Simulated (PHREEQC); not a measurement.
## Brine (model solution)

Make-up at 25 °C: 0.2 mol/kgw LiBr, 0.156 mol/kgw KCl and 6.4e-06 mol/kgw H4SiO4. Closed to the air; pH follows from the charge balance.

Computed with PHREEQC (Pitzer model, pitzer.dat).

The pH is 6.92. The ionic strength is 0.356 mol/kgw and the activity of water comes out as 0.988. The specific conductance is 34300 µS/cm. The density is 1.017 g/cm³ and the osmotic coefficient comes out as 0.932.

```tsv
species	molality	activity	log γ
Br-	0.200	0.135	-0.170
Li+	0.200	0.158	-0.103
Cl-	0.156	0.105	-0.171
K+	0.156	0.111	-0.146
H4SiO4	6.38e-6	6.82e-6	0.028
H+	1.48e-7	1.21e-7	-0.088
OH-	1.34e-7	8.26e-8	-0.209
H3SiO4-	1.45e-8	8.30e-9	-0.243
```

This is a speciation only: nothing precipitates in the calculation.
